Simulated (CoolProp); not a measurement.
Vapour-liquid equilibrium of R125 (1) + R1234yf (2) at 281 K; x and y are mole fractions of (1).

Values from CoolProp's multi-fluid Helmholtz-energy mixture model, Lemmon 2005 and Lemmon 2022; pair parameters Bell 2023.

Task: Give the bubble pressure and the first vapour's composition at x = 0.35, 0.75, 0.85. Is there an azeotrope?

Result: x = 0.35: 0.5595 MPa, y = 0.499; x = 0.75: 0.7366 MPa, y = 0.843; x = 0.85: 0.7825 MPa, y = 0.910. No azeotrope shows between x = 0.05 and 0.95.

Pair parameters are fitted to limited data, so mixtures are less certain than the pure fluids.
